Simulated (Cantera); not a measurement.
A closed system holds: 1 mol MgO, 0.19 mol Cl2, 0.18 mol N2, at 1050 °C.

Cantera equilibrium calculation (NASA polynomials, part measured and part estimated; ideal gas, pure solids and liquids). Candidate condensed phases: Mg, MgCl2, MgO; 18 gas species. Mutual solubility and eutectic melting of coexisting phases are not modelled. Kinetics and transport are ignored.

x: gas mole fraction; n: condensed amount in mol.

```json
[
 {"P (Pa)": "1000", "x N2": "0.426", "x Cl2": "0.240", "x MgCl2": "0.173", "x O2": "0.0862", "x Cl": "0.0744", "n MgO(s)": "0.927", "n MgCl2(l)": "0"},
 {"P (Pa)": "3200", "x N2": "0.442", "x Cl2": "0.305", "x MgCl2": "0.138", "x O2": "0.0687", "x Cl": "0.0469", "n MgO(s)": "0.944", "n MgCl2(l)": "0"},
 {"P (Pa)": "10000", "x N2": "0.454", "x Cl2": "0.360", "x MgCl2": "0.105", "x O2": "0.0524", "x Cl": "0.0288", "n MgO(s)": "0.958", "n MgCl2(l)": "0"},
 {"P (Pa)": "32000", "x N2": "0.464", "x Cl2": "0.404", "x MgCl2": "0.0770", "x O2": "0.0384", "x Cl": "0.0170", "n MgO(s)": "0.970", "n MgCl2(l)": "0"},
 {"P (Pa)": "100000", "x N2": "0.479", "x Cl2": "0.427", "x MgCl2": "0.0474", "x O2": "0.0364", "x Cl": "0.00992", "n MgO(s)": "0.973", "n MgCl2(l)": "[?]"},
 {"P (Pa)": "320000", "x N2": "0.521", "x Cl2": "0.371", "x MgCl2": "0.0148", "x O2": "0.0878", "x Cl": "0.00517", "n MgO(s)": "0.939", "n MgCl2(l)": "[?]"},
 {"P (Pa)": "1000000", "x N2": "0.559", "x Cl2": "0.279", "x MgCl2": "0.00474", "x O2": "0.155", "x Cl": "0.00253", "n MgO(s)": "0.900", "n MgCl2(l)": "[?]"}
]
```

Problem. Fill in the missing entries.

Solution. 
- 100000, n MgCl2(l): 0.00962
- 320000, n MgCl2(l): 0.0557
- 1000000, n MgCl2(l): 0.0983
